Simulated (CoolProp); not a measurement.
Vapour-liquid equilibrium of R134a (1) + cyclopropane (2) at 340.2 K; x and y are mole fractions of (1).

Computed with CoolProp (multi-fluid Helmholtz-energy mixture model, Tillner-Roth 1994 and Polt 1992; pair parameters Bell 2016). This equation is an older, rougher fit; its heat capacities, sound speeds and derivatives of the liquid may be far off and weren't checked against measurements.

Q: Give the bubble pressure and the first vapour's composition at x = 0.5, 0.575, 0.8. Is there an azeotrope?

A: x = 0.5: 25.50 bar, y = 0.495; x = 0.575: 25.35 bar, y = 0.548; x = 0.8: 23.53 bar, y = 0.736. y crosses x between x = 0.425 and 0.5: the model has an azeotrope there.

Pair parameters are fitted to limited data, so mixtures are less certain than the pure fluids.
